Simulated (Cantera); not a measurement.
Feed: 1 mol Si2Cl6, 0.9 mol N2, at 1925 K and 25.0 Pa.

Method: chemical equilibrium by Gibbs-energy minimisation in Cantera with the NASA 1993 tables (ideal gas, pure condensed phases). Candidate condensed phases: Si, Si3N4; 13 gas species. The feed counts by its element totals alone. The tables' values for SiCl3, SiCl are old estimates; treat these amounts as uncertain. Equilibrium is a limit: real reactors are often held back by kinetics, nucleation or transport.

Base state: Cl 0.398, SiCl2 0.397, N2 0.187, SiCl3 0.0166, SiCl4 0.000899, SiCl 0.000824, Si 0.000138, Cl2 0.000132 (mole fractions); condensed: gas only.

### Question
What changes in the equilibrium state with this change: 0.013 mol HF added?

### Answer
```tsv
species	before	after
Cl	0.398	0.397
SiCl2	0.397	0.395
N2	0.187	0.186
HCl	0	0.00265
SiF2	0	0.00105
SiCl3	0.0166	0.0165
SiF3	0	0.000153
SiF	0	7.71e-5
```
The tables' values for SiCl3, SiF2, SiCl, SiF3, SiF are old estimates; treat these amounts as uncertain. Further candidate phases: NH4Cl.

### Question
What changes in the equilibrium state with this change: 0.01 mol O2 added?

### Answer
```tsv
species	before	after
Cl	0.398	0.403
SiCl2	0.397	0.389
N2	0.187	0.185
SiO	0	0.00412
SiCl3	0.0166	0.0165
Si	0.000138	0.000132
SiCl	0.000824	0.000799
Cl2	0.000132	0.000135
SiCl4	0.000899	0.000904
```
Further candidate phases: SiO2, Si2N2O.
